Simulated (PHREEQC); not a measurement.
# Metal-bearing waste water: speciation

Dissolve 0.29 mol ZnSO4, 4.4e-05 mol NiCl2, 0.061 mol NaH2PO4 and 0.021 mol NaCl per kg of water at 25 °C. Closed to the air; pH follows from the charge balance.

Equilibrium calculation in PHREEQC: ion-association model, wateq4f.dat.

No solid was allowed to form.

Q: Predict the pH, activity of water.

A: pH 4.41; activity of water 0.991.

Q: In which forms is Ni present?

A: Ni+2 55 %, NiSO4 44 %, NiCl+ 0.7 % of the Ni.

The solution is supersaturated, for example in Zn3(PO4)2:4w, so a real one may precipitate; this is no full list. Complexes and solids missing from the database can't appear. H3PO4, which wateq4f.dat lacks, is added to it with the constant of phreeqc.dat. The database has no phosphate complexes of Zn, Ni.
